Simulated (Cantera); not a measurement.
Input (Python, Cantera):

```python
import numpy as np
import cantera as ct

gas = ct.Solution("h2o2.yaml")
gas.TPX = 475, 12000, {'H2': 1, 'O2': 0.385, 'N2': 1.38}
flame = ct.FreeFlame(gas, width=0.18)
flame.set_refine_criteria(ratio=3, slope=0.08, curve=0.16)
flame.transport_model = "mixture-averaged"
flame.solve(loglevel=0, auto=True)
flame.transport_model = "multicomponent"
flame.soret_enabled = False
flame.solve(loglevel=0, refine_grid=True)
z, T = flame.grid, flame.T
thick = (T[-1] - T[0]) / np.gradient(T, z).max()
show = ['H2', 'O2', 'O', 'H2O', 'OH', 'H2O2']
print(f"laminar burning velocity  {flame.velocity[0] * 100:.3f} cm/s")
print(f"burnt temperature         {T[-1]:.1f} K")
print(f"thermal thickness         {thick * 1e3:.4f} mm")
print(f"grid points               {len(z)}")
z0 = z[flame.heat_release_rate.argmax()]
print(f"{'z/mm':>9s}{'T/K':>9s}{'u/(m/s)':>9s}" + "".join(f"{s:>11s}" for s in show))
rows = []
for k in (-3, -2, -1.5, -1, -0.5, -0.25, 0, 0.25, 0.5, 1, 2, 4, 8):
    zz = z0 + k * thick
    rows.append([k * thick, np.interp(zz, z, T), np.interp(zz, z, flame.velocity),
                 *(np.interp(zz, z, flame.X[gas.species_index(s)]) for s in show)])
    print(f"{rows[-1][0] * 1e3:9.3f}{rows[-1][1]:9.1f}{rows[-1][2]:9.3f}" + "".join(f"{x:11.3e}" for x in rows[-1][3:]))
```

Result:

```
laminar burning velocity  444.537 cm/s
burnt temperature         2398.7 K
thermal thickness         6.6029 mm
grid points               139
     z/mm      T/K  u/(m/s)         H2         O2          O        H2O         OH       H2O2
  -19.809    475.0    4.445  3.617e-01  1.392e-01  6.126e-19  6.970e-15  3.441e-20 -7.757e-17
  -13.206    475.0    4.445  3.617e-01  1.392e-01  1.175e-15  3.760e-14  1.755e-17  2.613e-17
   -9.904    475.0    4.445  3.617e-01  1.392e-01  1.413e-13  3.200e-12  2.209e-15  1.428e-14
   -6.603    475.0    4.445  3.617e-01  1.392e-01  8.837e-11  2.251e-09  4.614e-12  1.680e-11
   -3.301    480.7    4.495  3.608e-01  1.392e-01  4.000e-06  2.747e-04  2.510e-05  1.210e-06
   -1.651    641.2    5.935  3.385e-01  1.344e-01  1.515e-04  1.324e-02  4.095e-04  3.201e-06
    0.000   1080.4    9.654  1.891e-01  8.448e-02  6.362e-03  1.202e-01  2.627e-03  4.576e-07
    1.651   1361.6   12.008  8.263e-02  2.240e-02  1.070e-02  2.344e-01  6.854e-03  5.646e-07
    3.301   1474.4   12.914  7.840e-02  1.590e-02  1.055e-02  2.470e-01  8.814e-03  4.830e-07
    6.603   1603.8   13.922  8.344e-02  1.379e-02  9.979e-03  2.523e-01  1.095e-02  3.277e-07
   13.206   1750.7   15.033  8.819e-02  1.149e-02  8.755e-03  2.593e-01  1.301e-02  1.812e-07
   26.412   1905.2   16.163  9.156e-02  8.969e-03  6.999e-03  2.683e-01  1.441e-02  9.380e-08
   52.823   2056.6   17.236  9.336e-02  6.442e-03  5.022e-03  2.789e-01  1.465e-02  5.098e-08
```

Computed with Cantera and the H2/O2 subset of GRI-Mech 3.0, which has no nitrogen chemistry. Burning velocities carry a grid error of a few per cent, more on coarse grids.
